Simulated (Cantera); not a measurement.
# Thermodynamics of titanium nitride, carbide and oxide coatings, feed Ti(OiPr)4 + O2 + H2

A closed system holds: 1 mol Ti(OiPr)4, a varied amount of O2, 2.1 mol H2, at 2075 K and 1000 Pa.

These are equilibrium values from Cantera (NASA tables, ideal gas, pure condensed phases), not measurements of a reactor. Candidate condensed phases: C, C6H6, C7H8, C8H18, H2O, Ti, TiC, TiO, TiO2, Ti2O3, Ti3O5, Ti4O7; 113 gas species. The feed counts by its element totals alone. Mutual solubility and eutectic melting of coexisting phases are not modelled. TiC, TiO: taken at fixed stoichiometry. Condensed phases not in the tables: Magnéli phases beyond Ti4O7, solid solutions among these carbides, nitrides and lower oxides. Equilibrium is a limit: real reactors are often held back by kinetics, nucleation or transport.

From 0.53 mol O2 to 2.8 mol O2 the condensed part is C(graphite) + TiC(s). At 3.9 mol O2 the condensed part is TiC(s) + TiO(l). From 5.5 mol O2 to 7.7 mol O2 the condensed part is Ti4O7(l). From 11 mol O2 to 15 mol O2 the condensed part is TiO2(rutile). The main Ti-bearing gas is Ti at 0.53 mol O2 and TiO2 at 15 mol O2.

| n(O2) (mol) | x H2 | x H2O | x CO | x CO2 | x H | x OH | x C2H2 (acetylene) | x O2 | n C(graphite) | n TiC(s) | n TiO(l) | n Ti4O7(l) | n TiO2(rutile) |
|---|---|---|---|---|---|---|---|---|---|---|---|---|---|
| 0.53 | 0.740 | 1.54e-7 | 0.236 | 1.01e-8 | 0.0229 | 5.44e-10 | 0.000918 | <1e-12 | 5.90 | 1.000 | 0 | 0 | 0 |
| 0.74 | 0.725 | 1.60e-7 | 0.251 | 1.14e-8 | 0.0227 | 5.72e-10 | 0.000900 | <1e-12 | 5.48 | 1.000 | 0 | 0 | 0 |
| 1 | 0.708 | 1.67e-7 | 0.268 | 1.31e-8 | 0.0224 | 6.04e-10 | 0.000879 | <1e-12 | 4.96 | 1.000 | 0 | 0 | 0 |
| 1.4 | 0.683 | 1.76e-7 | 0.294 | 1.56e-8 | 0.0220 | 6.49e-10 | 0.000848 | <1e-12 | 4.16 | 1.000 | 0 | 0 | 0 |
| 2 | 0.649 | 1.88e-7 | 0.328 | 1.95e-8 | 0.0215 | 7.07e-10 | 0.000806 | <1e-12 | 2.96 | 1.000 | 0 | 0 | 0 |
| 2.8 | 0.609 | 1.98e-7 | 0.370 | 2.48e-8 | 0.0208 | 7.71e-10 | 0.000755 | <1e-12 | 1.36 | 1.000 | 0 | 0 | 0 |
| 3.9 | 0.569 | 5.04e-5 | 0.410 | 7.49e-6 | 0.0201 | 2.03e-7 | 1.17e-8 | <1e-12 | 0 | 0.600 | 0.392 | 0 | 0 |
| 5.5 | 0.520 | 0.0377 | 0.417 | 0.00622 | 0.0192 | 0.000159 | <1e-12 | 1.30e-7 | 0 | 0 | 0 | 0.250 | 0 |
| 7.7 | 0.394 | 0.165 | 0.390 | 0.0336 | 0.0167 | 0.000798 | <1e-12 | 4.34e-6 | 0 | 0 | 0 | 0.250 | 0 |
| 11 | 0.234 | 0.327 | 0.329 | 0.0946 | 0.0129 | 0.00205 | <1e-12 | 4.84e-5 | 0 | 0 | 0 | 0 | 0.998 |
| 15 | 0.0870 | 0.475 | 0.199 | 0.224 | 0.00786 | 0.00490 | <1e-12 | 0.000741 | 0 | 0 | 0 | 0 | 0.998 |
x: gas mole fraction; n: condensed amount in mol.
